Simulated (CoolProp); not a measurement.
Vapour-liquid equilibrium of R143a (1) + R1234yf (2) at -21.55 °C; x and y are mole fractions of (1).

Values from CoolProp's multi-fluid Helmholtz-energy mixture model, Lemmon and Jacobsen 2000 and Lemmon 2022; pair parameters Bell 2016.

| x | bubble pressure, mixture model (kPa) | bubble pressure, Raoult's law (kPa) | y, mixture model | y, Raoult's law |
|---|---|---|---|---|
| 0.05 | 150.7 | 149.5 | 0.103 | 0.100 |
| 0.15 | 168.0 | 165.1 | 0.273 | 0.271 |
| 0.25 | 184.6 | 180.7 | (withheld) | 0.412 |
| 0.35 | (withheld) | 196.3 | (withheld) | 0.531 |
| 0.45 | 216.1 | 211.9 | (withheld) | 0.632 |
| 0.55 | (withheld) | 227.5 | 0.704 | 0.720 |
| 0.65 | 246.2 | 243.2 | (withheld) | 0.796 |
| 0.75 | 261.0 | 258.8 | 0.849 | 0.863 |
| 0.85 | (withheld) | 274.4 | (withheld) | 0.923 |
| 0.95 | 290.4 | 290.0 | 0.972 | 0.976 |

Problem. What belongs in the gaps?

Solution. 
- 0.25, y, mixture model: 0.409
- 0.35, bubble pressure, mixture model (kPa): 200.6
- 0.35, y, mixture model: 0.522
- 0.45, y, mixture model: 0.619
- 0.55, bubble pressure, mixture model (kPa): 231.2
- 0.65, y, mixture model: 0.780
- 0.85, bubble pressure, mixture model (kPa): 275.7
- 0.85, y, mixture model: 0.912

The largest gap from Raoult's law is +2.2 % in bubble pressure, at x = 0.35. No azeotrope shows between x = 0.05 and 0.95.

Pair parameters are fitted to limited data, so mixtures are less certain than the pure fluids.
